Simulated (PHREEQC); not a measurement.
Synthetic water in mmol/kgw, 30 °C, pH 2.66:

```csv
constituent,mmol/kgw
Na,98.4
K,11.8
Ca,4.95
Mg,7.56
Cl,11.3
S(6),62.9
Mn(2),0.0223
Li,4.19
```

Cl is adjusted to close the charge balance.
Valence states are taken as typed.

Model: Pitzer model, pitzer.dat, run in PHREEQC.

Question: The ionic strength comes out as 0.214 mol/kgw. What activity coefficients do Ca+2, H+, Mn+2, HSO4-, K+ get?

Answer: Ca+2 0.16, H+ 0.68, Mn+2 0.18, HSO4- 0.72, K+ 0.70. Single-ion values are on the MacInnes scale.

Precipitation was switched off in this run. Species that the database lacks are ignored.
